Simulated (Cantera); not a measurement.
A closed system holds: 1 mol SiO2, 0.87 mol C, 0.034 mol N2, equilibrated at 1800 K and 105 Torr.

Cantera equilibrium calculation (NASA polynomials, part measured and part estimated; ideal gas, pure solids and liquids). Candidate condensed phases: C, Si, SiC, SiO2, Si2N2O, Si3N4; 34 gas species. Mutual solubility and eutectic melting of coexisting phases are not modelled. The tables hold silica as quartz up to 1696 K and as liquid above; real silica turns to tridymite and cristobalite and melts near 1996 K. Rates play no part.

Base state: CO 0.887, SiO 0.0988, N2 0.0138, CO2 3.68e-5 (mole fractions); condensed: SiC(s) + SiO2(condensed) + Si2N2O(s).

Q: What changes in the equilibrium state with this change: pressure from 105 Torr to 225 Torr?

A: 
```tsv
species	before	after
CO	0.887	0.950
SiO	0.0988	0.0350
N2	0.0138	0.0148
CO2	3.68e-5	5.20e-5
SiC(s), mol	0.242	0.258
SiO2(condensed), mol	0.639	0.671
Si2N2O(s), mol	0.0242	0.0245
```
